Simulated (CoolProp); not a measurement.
Saturated liquid density (kg/m³) of hydrogen chloride: the reference equation beside estimates from Tc = 324.7 K, pc = 8.314 MPa, ω = 0.130. Rackett uses Z = 0.29056 − 0.08775 ω.

The numbers come from the reference Helmholtz-energy equation of state, Thol 2018 in CoolProp.

```json
[
 {"T (K)": "259", "reference": "980.8", "Rackett": "902.5", "Soave-Redlich-Kwong": "838.4"},
 {"T (K)": "261.9", "reference": "970.5", "Rackett": "893.2", "Soave-Redlich-Kwong": "827.2"},
 {"T (K)": "264.9", "reference": "959.5", "Rackett": "883.3", "Soave-Redlich-Kwong": "815.3"},
 {"T (K)": "267.8", "reference": "948.6", "Rackett": "873.6", "Soave-Redlich-Kwong": "803.5"},
 {"T (K)": "270.8", "reference": "937.1", "Rackett": "863.2", "Soave-Redlich-Kwong": "790.8"},
 {"T (K)": "273.8", "reference": "925.2", "Rackett": "852.6", "Soave-Redlich-Kwong": "777.8"},
 {"T (K)": "276.7", "reference": "913.3", "Rackett": "842.0", "Soave-Redlich-Kwong": "764.7"},
 {"T (K)": "279.7", "reference": "900.6", "Rackett": "830.7", "Soave-Redlich-Kwong": "750.7"},
 {"T (K)": "282.6", "reference": "887.8", "Rackett": "819.4", "Soave-Redlich-Kwong": "736.7"},
 {"T (K)": "285.6", "reference": "874.2", "Rackett": "807.3", "Soave-Redlich-Kwong": "721.7"}
]
```

Absolute difference from the reference over all 10 rows, mean and median: Rackett 7.8 and 7.9 %, Soave-Redlich-Kwong 15.9 and 15.8 %.
